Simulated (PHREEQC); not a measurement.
A solution holds 0.016 mol KH2PO4 and 7.2e-05 mol KNO3 per kg of water, at 92 °C. Closed to the air; pH follows from the charge balance.

Model: ion-association model, wateq4f.dat, run in PHREEQC.

Q: The ionic strength comes out as 0.0162 mol/kgw. What activity coefficients do HPO4-2, H2PO4-, KHPO4-, K+, H+ get?

A: HPO4-2 0.57, H2PO4- 0.87, KHPO4- 0.87, K+ 0.86, H+ 0.88.

Precipitation was switched off in this run. H3PO4, which wateq4f.dat lacks, is added to it with the constant of phreeqc.dat. Constants without temperature data keep their 25 °C values here.
